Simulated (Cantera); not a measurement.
Input: 1 mol CaO, 8.9 mol HF, 0.28 mol H₂, equilibrated at 17000 Pa.

Method: chemical equilibrium by Gibbs-energy minimisation in Cantera with the NASA 1993 tables (ideal gas, pure condensed phases). Candidate condensed phases: Ca, CaF₂, CaO, Ca(OH)₂, H₂O; 29 gas species. The numbers say what is thermodynamically allowed, not how fast it happens.

x: gas mole fraction; n: condensed amount in mol.

```json
[
 {"T (°C)": "1175", "x HF": "0.844", "x H₂O": "0.122", "x H₂": "0.0342", "x CaF₂": "…", "x H": "4.14e-6", "x OH": "3.52e-7", "x H₂F₂": "1.68e-6", "n CaF₂(s)": "1.000", "n CaF₂(l)": "0"},
 {"T (°C)": "1200", "x HF": "0.844", "x H₂O": "0.122", "x H₂": "0.0342", "x CaF₂": "…", "x H": "5.68e-6", "x OH": "5.28e-7", "x H₂F₂": "1.61e-6", "n CaF₂(s)": "1.000", "n CaF₂(l)": "0"},
 {"T (°C)": "1225", "x HF": "0.844", "x H₂O": "0.122", "x H₂": "0.0342", "x CaF₂": "…", "x H": "7.71e-6", "x OH": "7.81e-7", "x H₂F₂": "1.56e-6", "n CaF₂(s)": "1.000", "n CaF₂(l)": "0"},
 {"T (°C)": "1250", "x HF": "0.843", "x H₂O": "0.122", "x H₂": "0.0342", "x CaF₂": "…", "x H": "1.04e-5", "x OH": "1.14e-6", "x H₂F₂": "1.50e-6", "n CaF₂(s)": "1.000", "n CaF₂(l)": "0"},
 {"T (°C)": "1275", "x HF": "0.843", "x H₂O": "0.122", "x H₂": "0.0342", "x CaF₂": "…", "x H": "1.38e-5", "x OH": "1.65e-6", "x H₂F₂": "1.45e-6", "n CaF₂(s)": "1.000", "n CaF₂(l)": "0"},
 {"T (°C)": "1300", "x HF": "0.843", "x H₂O": "0.122", "x H₂": "0.0342", "x CaF₂": "…", "x H": "1.82e-5", "x OH": "2.35e-6", "x H₂F₂": "1.41e-6", "n CaF₂(s)": "1.000", "n CaF₂(l)": "0"},
 {"T (°C)": "1325", "x HF": "0.843", "x H₂O": "0.122", "x H₂": "0.0342", "x CaF₂": "…", "x H": "2.39e-5", "x OH": "3.32e-6", "x H₂F₂": "1.37e-6", "n CaF₂(s)": "0.999", "n CaF₂(l)": "0"},
 {"T (°C)": "1350", "x HF": "0.843", "x H₂O": "0.122", "x H₂": "0.0342", "x CaF₂": "…", "x H": "3.10e-5", "x OH": "4.64e-6", "x H₂F₂": "1.33e-6", "n CaF₂(s)": "0.999", "n CaF₂(l)": "0"},
 {"T (°C)": "1375", "x HF": "0.843", "x H₂O": "0.122", "x H₂": "0.0342", "x CaF₂": "…", "x H": "3.99e-5", "x OH": "6.41e-6", "x H₂F₂": "1.29e-6", "n CaF₂(s)": "0.998", "n CaF₂(l)": "0"},
 {"T (°C)": "1400", "x HF": "0.843", "x H₂O": "0.122", "x H₂": "0.0342", "x CaF₂": "…", "x H": "5.11e-5", "x OH": "8.78e-6", "x H₂F₂": "1.25e-6", "n CaF₂(s)": "0.997", "n CaF₂(l)": "0"},
 {"T (°C)": "1425", "x HF": "0.843", "x H₂O": "0.122", "x H₂": "0.0342", "x CaF₂": "…", "x H": "6.48e-5", "x OH": "1.19e-5", "x H₂F₂": "1.22e-6", "n CaF₂(s)": "0", "n CaF₂(l)": "0.996"},
 {"T (°C)": "1450", "x HF": "0.843", "x H₂O": "0.122", "x H₂": "0.0342", "x CaF₂": "…", "x H": "8.18e-5", "x OH": "1.60e-5", "x H₂F₂": "1.19e-6", "n CaF₂(s)": "0", "n CaF₂(l)": "0.994"},
 {"T (°C)": "1475", "x HF": "0.843", "x H₂O": "0.122", "x H₂": "0.0342", "x CaF₂": "…", "x H": "0.000102", "x OH": "2.14e-5", "x H₂F₂": "1.16e-6", "n CaF₂(s)": "0", "n CaF₂(l)": "0.992"},
 {"T (°C)": "1500", "x HF": "0.842", "x H₂O": "0.122", "x H₂": "0.0341", "x CaF₂": "…", "x H": "0.000127", "x OH": "2.82e-5", "x H₂F₂": "1.13e-6", "n CaF₂(s)": "0", "n CaF₂(l)": "0.988"}
]
```

Problem. Some entries are withheld; supply them.

Solution. 
- 1175, x CaF₂: 4.06e-6
- 1200, x CaF₂: 7.14e-6
- 1225, x CaF₂: 1.23e-5
- 1250, x CaF₂: 2.08e-5
- 1275, x CaF₂: 3.44e-5
- 1300, x CaF₂: 5.59e-5
- 1325, x CaF₂: 8.94e-5
- 1350, x CaF₂: 0.000141
- 1375, x CaF₂: 0.000218
- 1400, x CaF₂: 0.000332
- 1425, x CaF₂: 0.000495
- 1450, x CaF₂: 0.000712
- 1475, x CaF₂: 0.00101
- 1500, x CaF₂: 0.00143
